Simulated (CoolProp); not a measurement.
n-nonane along the isotherm 327.9 K: Z from the reference equation and from simpler models built on Tc = 594.5 K, pc = 2282 kPa, ω = 0.443; each cubic takes its own stable root.

Values from CoolProp's reference Helmholtz-energy equation of state, Lemmon 2006. It is a short technical equation, of lower accuracy than the large ones.

| p (kPa) | phase | reference | Soave-Redlich-Kwong | Peng-Robinson |
|---|---|---|---|---|
| 10.8 | liquid | 0.0007359 | 0.0008693 | 0.0007726 |
| 17.5 | liquid | 0.001192 | 0.001409 | 0.001252 |
| 28.3 | liquid | 0.001928 | 0.002278 | 0.002024 |
| 45.6 | liquid | 0.003107 | 0.003670 | 0.003262 |
| 73.7 | liquid | 0.005021 | 0.005932 | 0.005271 |
| 119 | liquid | 0.008107 | 0.009577 | 0.008511 |
| 192 | liquid | 0.01308 | 0.01545 | 0.01373 |
| 311 | liquid | 0.02118 | 0.02502 | 0.02224 |
| 502 | liquid | 0.03418 | 0.04037 | 0.03588 |
| 812 | liquid | 0.05526 | 0.06525 | 0.05800 |
| 1310 | liquid | 0.08909 | 0.1052 | 0.09350 |
| 2120 | liquid | 0.1440 | 0.1699 | 0.1511 |
| 3420 | liquid | 0.2319 | 0.2734 | 0.2432 |
